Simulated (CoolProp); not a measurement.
Values from CoolProp's reference Helmholtz-energy equation of state, Thol 2019.

**Question.** Give the vapour pressure (bar), vapour density (kg/m³), liquid cp (kJ/(kg K)) of saturated dodecamethylpentasiloxane (MD3M) at 173.15, 189.55 °C.

**Answer.** 
```json
[
 {"T (°C)": "173.15", "p (bar)": "0.220", "vapour density (kg/m³)": "2.37", "liquid cp (kJ/(kg K))": "2.03"},
 {"T (°C)": "189.55", "p (bar)": "0.360", "vapour density (kg/m³)": "3.80", "liquid cp (kJ/(kg K))": "2.07"}
]
```
